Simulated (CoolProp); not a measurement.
Vapour-liquid equilibrium of n-octane (1) + ethylbenzene (2) at 296.4 K; x and y are mole fractions of (1).

The numbers come from the multi-fluid Helmholtz-energy mixture model, Beckmüller 2019 and Zhou 2012; pair parameters Bell 2016 in CoolProp.

```json
[
 {"x": "0.05", "bubble pressure (MPa)": "0.001220", "y at the bubble point": "…", "dew pressure at overall composition x (MPa)": "0.001188", "liquid density (mol/L)": "8.008"},
 {"x": "0.15", "bubble pressure (MPa)": "…", "y at the bubble point": "0.254", "dew pressure at overall composition x (MPa)": "0.001255", "liquid density (mol/L)": "…"},
 {"x": "0.25", "bubble pressure (MPa)": "0.001417", "y at the bubble point": "…", "dew pressure at overall composition x (MPa)": "…", "liquid density (mol/L)": "7.523"},
 {"x": "0.35", "bubble pressure (MPa)": "0.001488", "y at the bubble point": "0.469", "dew pressure at overall composition x (MPa)": "0.001400", "liquid density (mol/L)": "7.302"},
 {"x": "0.45", "bubble pressure (MPa)": "…", "y at the bubble point": "0.554", "dew pressure at overall composition x (MPa)": "0.001474", "liquid density (mol/L)": "7.092"},
 {"x": "0.55", "bubble pressure (MPa)": "0.001593", "y at the bubble point": "0.632", "dew pressure at overall composition x (MPa)": "0.001543", "liquid density (mol/L)": "6.894"},
 {"x": "0.65", "bubble pressure (MPa)": "0.001632", "y at the bubble point": "0.707", "dew pressure at overall composition x (MPa)": "0.001603", "liquid density (mol/L)": "6.707"},
 {"x": "0.75", "bubble pressure (MPa)": "0.001662", "y at the bubble point": "0.784", "dew pressure at overall composition x (MPa)": "…", "liquid density (mol/L)": "6.530"},
 {"x": "0.85", "bubble pressure (MPa)": "0.001683", "y at the bubble point": "0.864", "dew pressure at overall composition x (MPa)": "…", "liquid density (mol/L)": "6.363"},
 {"x": "0.95", "bubble pressure (MPa)": "0.001695", "y at the bubble point": "0.952", "dew pressure at overall composition x (MPa)": "0.001694", "liquid density (mol/L)": "6.204"}
]
```

Q: What belongs in the gaps?

A: 
- 0.05, y at the bubble point: 0.099
- 0.15, bubble pressure (MPa): 0.001329
- 0.15, liquid density (mol/L): 7.758
- 0.25, y at the bubble point: 0.372
- 0.25, dew pressure at overall composition x (MPa): 0.001326
- 0.45, bubble pressure (MPa): 0.001546
- 0.75, dew pressure at overall composition x (MPa): 0.001650
- 0.85, dew pressure at overall composition x (MPa): 0.001680

No azeotrope shows between x = 0.05 and 0.95.

The pair parameters rest on a limited set of measurements; away from them the model extrapolates.
